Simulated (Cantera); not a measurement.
## Thermodynamics of hydrogen reduction and annealing atmospheres, feed Al₂O₃ + H₂ + H₂O

Charge: 1 mol Al₂O₃, 0.35 mol H₂, 0.052 mol H₂O, at 1677 °C and 1.80 bar.

Method: chemical equilibrium by Gibbs-energy minimisation in Cantera with the NASA 1993 tables (ideal gas, pure condensed phases). Candidate condensed phases: Al, Al₂O₃, H₂O; 19 gas species. Gases not in the tables: Al(OH)₃. The numbers say what is thermodynamically allowed, not how fast it happens.

```yaml
x(H₂): 0.870
x(H₂O): 0.129
x(H): 0.000797
x(OH): 1.08e-5
n(Al₂O₃(s)): 1.00 mol
gas_amount: 0.4022 mol
log10 activity of Al(l) (absent): -7.25
```
